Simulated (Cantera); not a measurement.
A perfectly stirred reactor is fed with H₂ : O₂ = 0.16 : 1 (molar parts), equivalence ratio 0.080, at 0.0263 atm; it is held at 1350 K, and followed from long to short residence time.

Computed with Cantera and the H2/O2 subset of GRI-Mech 3.0, which has no nitrogen chemistry. Radical loss at walls, strong at low pressure, is not modelled. The temperature is held fixed by assumption; the heat of reaction is taken as removed at once.

Question: Predict: x(H₂) at τ = 12.0 s; x(O₂) at τ = 12.0 s; x(OH) at τ = 12.0 s; x(H) at τ = 12.0 s; x(HO₂) at τ = 12.0 s; x(H₂) at τ = 55.0 ms; x(O₂) at τ = 55.0 ms; x(OH) at τ = 55.0 ms; x(H) at τ = 55.0 ms; x(HO₂) at τ = 55.0 ms.

Answer: 
```
Item                      Value
---------------------  --------
x(H₂) at τ = 12.0 s     4.64e-5
x(O₂) at τ = 12.0 s       0.851
x(OH) at τ = 12.0 s    0.000977
x(H) at τ = 12.0 s      1.29e-5
x(HO₂) at τ = 12.0 s    7.75e-7
x(H₂) at τ = 55.0 ms    0.00143
x(O₂) at τ = 55.0 ms      0.837
x(OH) at τ = 55.0 ms    0.00568
x(H) at τ = 55.0 ms     0.00260
x(HO₂) at τ = 55.0 ms   7.20e-6
```
